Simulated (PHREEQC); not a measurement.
Solution A (17 mmol/kgw CuSO4, 20 mmol/kgw HCl and 0.068 mmol/kgw H3BO3) is mixed with solution B (1.4 mmol/kgw H2SO4, 14 mmol/kgw ZnSO4 and 2.6 mmol/kgw MnSO4) at 25 °C; shares are by mass of water, 1 kg in all. The system is closed to oxygen. CO2 from the air is kept out. Only these solids could form: Pyrochroite, Tenorite, Brochantite, Antlerite, Atacamite, Zincite(c), Zn4(OH)6SO4, Zn5(OH)8Cl2, Chalcanthite, Goslarite.

The numbers come from PHREEQC with the ion-association model, wateq4f.dat.

```json
[
 {"share of solution B": "0", "pH": "1.90", "Cu+2 (mol/kgw)": "0.0127", "Mn+2 (mol/kgw)": "0", "Zn+2 (mol/kgw)": "0", "ZnSO4 (mol/kgw)": "0"},
 {"share of solution B": "0.1", "pH": "1.94", "Cu+2 (mol/kgw)": "0.0113", "Mn+2 (mol/kgw)": "0.000197", "Zn+2 (mol/kgw)": "0.000982", "ZnSO4 (mol/kgw)": "0.000371"},
 {"share of solution B": "0.15", "pH": "1.97", "Cu+2 (mol/kgw)": "0.0106", "Mn+2 (mol/kgw)": "0.000294", "Zn+2 (mol/kgw)": "0.00146", "ZnSO4 (mol/kgw)": "0.000566"},
 {"share of solution B": "0.25", "pH": "2.02", "Cu+2 (mol/kgw)": "___", "Mn+2 (mol/kgw)": "0.000487", "Zn+2 (mol/kgw)": "0.00241", "ZnSO4 (mol/kgw)": "0.000975"},
 {"share of solution B": "0.3", "pH": "2.04", "Cu+2 (mol/kgw)": "0.00864", "Mn+2 (mol/kgw)": "0.000582", "Zn+2 (mol/kgw)": "0.00288", "ZnSO4 (mol/kgw)": "0.00119"},
 {"share of solution B": "0.4", "pH": "2.10", "Cu+2 (mol/kgw)": "0.00733", "Mn+2 (mol/kgw)": "0.000770", "Zn+2 (mol/kgw)": "___", "ZnSO4 (mol/kgw)": "0.00164"},
 {"share of solution B": "0.45", "pH": "2.13", "Cu+2 (mol/kgw)": "0.00668", "Mn+2 (mol/kgw)": "0.000862", "Zn+2 (mol/kgw)": "0.00423", "ZnSO4 (mol/kgw)": "___"},
 {"share of solution B": "0.55", "pH": "2.20", "Cu+2 (mol/kgw)": "0.00540", "Mn+2 (mol/kgw)": "0.00104", "Zn+2 (mol/kgw)": "0.00510", "ZnSO4 (mol/kgw)": "0.00236"},
 {"share of solution B": "0.6", "pH": "2.24", "Cu+2 (mol/kgw)": "0.00478", "Mn+2 (mol/kgw)": "0.00113", "Zn+2 (mol/kgw)": "0.00552", "ZnSO4 (mol/kgw)": "0.00262"},
 {"share of solution B": "0.7", "pH": "2.33", "Cu+2 (mol/kgw)": "___", "Mn+2 (mol/kgw)": "0.00131", "Zn+2 (mol/kgw)": "0.00634", "ZnSO4 (mol/kgw)": "___"},
 {"share of solution B": "0.75", "pH": "2.38", "Cu+2 (mol/kgw)": "0.00293", "Mn+2 (mol/kgw)": "___", "Zn+2 (mol/kgw)": "0.00674", "ZnSO4 (mol/kgw)": "0.00344"},
 {"share of solution B": "0.85", "pH": "2.51", "Cu+2 (mol/kgw)": "0.00173", "Mn+2 (mol/kgw)": "0.00156", "Zn+2 (mol/kgw)": "0.00751", "ZnSO4 (mol/kgw)": "___"},
 {"share of solution B": "0.9", "pH": "2.58", "Cu+2 (mol/kgw)": "0.00115", "Mn+2 (mol/kgw)": "0.00165", "Zn+2 (mol/kgw)": "0.00788", "ZnSO4 (mol/kgw)": "0.00433"},
 {"share of solution B": "1", "pH": "2.80", "Cu+2 (mol/kgw)": "0", "Mn+2 (mol/kgw)": "0.00181", "Zn+2 (mol/kgw)": "0.00860", "ZnSO4 (mol/kgw)": "0.00497"}
]
```

### Question
Fill in the missing entries.

### Answer

- 0.25, Cu+2 (mol/kgw): 0.00930
- 0.4, Zn+2 (mol/kgw): 0.00379
- 0.45, ZnSO4 (mol/kgw): 0.00187
- 0.7, Cu+2 (mol/kgw): 0.00354
- 0.7, ZnSO4 (mol/kgw): 0.00316
- 0.75, Mn+2 (mol/kgw): 0.00140
- 0.85, ZnSO4 (mol/kgw): 0.00403
